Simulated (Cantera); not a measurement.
# Dilute partial oxidation

An isothermal, constant-pressure homogeneous reactor starts with CH₃OH : O₂ : N₂ = 0.026 : 0.024 : 1 (molar parts), equivalence ratio 1.6, at 1098 K and 760 Torr.

Computed with Cantera and GRI-Mech 3.0 (53 species, 325 reactions). GRI-Mech 3.0 was tuned for natural gas; its chemistry of methanol as a main component is partial and can be far from experiment. The temperature is held fixed by assumption; the heat of reaction is taken as removed at once.

```json
[
 {"t (s)": "4.00e-5", "x CH₃OH": "0.0248", "x O₂": "0.0229", "x N₂O": "<1e-12", "x CH₂": "9.73e-12", "x H₂": "1.95e-9", "x H₂O₂": "<1e-12", "x HCN": "<1e-12"},
 {"t (s)": "0.000252", "x CH₃OH": "0.0248", "x O₂": "0.0229", "x N₂O": "<1e-12", "x CH₂": "9.73e-12", "x H₂": "1.34e-8", "x H₂O₂": "<1e-12", "x HCN": "<1e-12"},
 {"t (s)": "0.00159", "x CH₃OH": "0.0248", "x O₂": "0.0229", "x N₂O": "<1e-12", "x CH₂": "9.73e-12", "x H₂": "9.19e-8", "x H₂O₂": "1.26e-10", "x HCN": "<1e-12"},
 {"t (s)": "0.0100", "x CH₃OH": "0.0248", "x O₂": "0.0229", "x N₂O": "7.19e-12", "x CH₂": "9.73e-12", "x H₂": "6.95e-7", "x H₂O₂": "1.29e-8", "x HCN": "<1e-12"},
 {"t (s)": "0.0632", "x CH₃OH": "0.0247", "x O₂": "0.0228", "x N₂O": "3.11e-10", "x CH₂": "9.71e-12", "x H₂": "2.73e-5", "x H₂O₂": "1.16e-6", "x HCN": "<1e-12"},
 {"t (s)": "0.399", "x CH₃OH": "3.31e-11", "x O₂": "4.44e-10", "x N₂O": "1.60e-10", "x CH₂": "<1e-12", "x H₂": "0.0132", "x H₂O₂": "1.61e-12", "x HCN": "5.22e-10"},
 {"t (s)": "2.51", "x CH₃OH": "4.06e-12", "x O₂": "8.98e-12", "x N₂O": "1.91e-10", "x CH₂": "<1e-12", "x H₂": "0.0139", "x H₂O₂": "<1e-12", "x HCN": "5.28e-10"},
 {"t (s)": "15.9", "x CH₃OH": "<1e-12", "x O₂": "<1e-12", "x N₂O": "5.88e-11", "x CH₂": "<1e-12", "x H₂": "0.0143", "x H₂O₂": "<1e-12", "x HCN": "5.28e-10"},
 {"t (s)": "100", "x CH₃OH": "<1e-12", "x O₂": "<1e-12", "x N₂O": "1.73e-12", "x CH₂": "<1e-12", "x H₂": "0.0148", "x H₂O₂": "<1e-12", "x HCN": "5.29e-10"}
]
```
x: mole fraction; the columns are a selection and need not sum to one.

Equilibrium at this temperature and pressure: CH₃OH <1e-12, O₂ <1e-12, N₂O <1e-12, CH₂ <1e-12, H₂ 0.0185, H₂O₂ <1e-12, HCN 2.41e-9 (gas phase only).
